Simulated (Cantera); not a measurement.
Input (Python, Cantera) and output of one run.

```python
import numpy as np
import cantera as ct

gas_names = """
    CL CLO CL2 Mg MgCL MgCL2 MgO Mg2 O O2 O3 Si SiCL SiCL2 SiCL3 SiCL4 SiO SiO2 Si2 Si3
""".split()
cond_names = """
    Mg(cr) Mg(L) MgCL2(s) MgCL2(L) MgO(s) MgO(L) MgSiO3(I) MgSiO3(II) MgSiO3(III) MgSiO3(L) Mg2SiO4(s)
    Mg2SiO4(L) Si(cr) Si(L) SiO2(Lqz) SiO2(hqz) SiO2(L)
""".split()


# ... load() reads the species with a 1 bar reference pressure and builds the phases ...
atoms = {
    'MgO': {'Mg': 1, 'O': 1},
    'SiCl4': {'Si': 1, 'CL': 4},
    'O2': {'O': 2},
}
top_T = {}  # K; cautious upper limits of use, not melting points


# ... equilibrate(T, P, feed) seeds the gas with the atoms and calls Mixture.equilibrate('TP', solver="vcs", rtol=1e-11, max_steps=5000) ...
results = []
feed = {'MgO': 1, 'SiCl4': 1.6, 'O2': 0.11}  # mol
T = 1073  # K
for P in [1, 4.2, 18, 75, 320, 1300, 5600, 24000, 100000]:
    mix = equilibrate(T, P, feed)
    results.append((T, P, feed, dict(zip(mix.species_names, mix.species_moles))))
    x = sorted(zip(gas.X, gas.species_names), reverse=True)
    print(f"T = {T:g} K  P = {P:g} Pa  gas = {mix.phase_moles(0):.4g} mol")
    print("   x: " + "  ".join(f"{s} {v:.3e}" for v, s in x if v > 1e-05))
    print("   condensed (mol): " + ("  ".join(f"{mix.phase(i).name} {mix.phase_moles(i):.4g}"
          for i in range(1, mix.n_phases) if mix.phase_moles(i) > 1e-12) or "none"))
```

It prints:

```
T = 1073 K  P = 1 Pa  gas = 2.302 mol
   x: MgCL2 4.344e-01  SiCL4 4.300e-01  CL 8.012e-02  CL2 5.550e-02
   condensed (mol): SiO2(hqz) 0.61
T = 1073 K  P = 4.2 Pa  gas = 2.261 mol
   x: MgCL2 4.422e-01  SiCL4 4.378e-01  CL2 7.463e-02  CL 4.533e-02
   condensed (mol): SiO2(hqz) 0.61
T = 1073 K  P = 18 Pa  gas = 2.236 mol
   x: MgCL2 4.472e-01  SiCL4 4.427e-01  CL2 8.658e-02  CL 2.359e-02
   condensed (mol): SiO2(hqz) 0.61
T = 1073 K  P = 75 Pa  gas = 2.223 mol
   x: MgCL2 4.498e-01  SiCL4 4.453e-01  CL2 9.297e-02  CL 1.197e-02
   condensed (mol): SiO2(hqz) 0.61
T = 1073 K  P = 320 Pa  gas = 1.699 mol
   x: SiCL4 5.828e-01  MgCL2 2.844e-01  CL2 1.261e-01  CL 6.752e-03
   condensed (mol): MgCL2(L) 0.5169  SiO2(hqz) 0.61
T = 1073 K  P = 1300 Pa  gas = 1.304 mol
   x: SiCL4 7.593e-01  CL2 1.668e-01  MgCL2 7.000e-02  CL 3.852e-03
   condensed (mol): MgCL2(L) 0.9087  SiO2(hqz) 0.61
T = 1073 K  P = 5600 Pa  gas = 1.231 mol
   x: SiCL4 8.041e-01  CL2 1.777e-01  MgCL2 1.625e-02  CL 1.916e-03
   condensed (mol): MgCL2(L) 0.98  SiO2(hqz) 0.61
T = 1073 K  P = 24000 Pa  gas = 1.215 mol
   x: SiCL4 8.147e-01  CL2 1.806e-01  MgCL2 3.792e-03  CL 9.329e-04
   condensed (mol): MgCL2(L) 0.9954  SiO2(hqz) 0.61
T = 1073 K  P = 100000 Pa  gas = 1.211 mol
   x: SiCL4 8.172e-01  CL2 1.814e-01  MgCL2 9.100e-04  CL 4.580e-04
   condensed (mol): MgCL2(L) 0.9989  SiO2(hqz) 0.61
```

Cantera equilibrium calculation (NASA polynomials, part measured and part estimated; ideal gas, pure solids and liquids). Mutual solubility and eutectic melting of coexisting phases are not modelled. Condensed phases not in the tables: alloys, solid solutions and most ternary compounds.
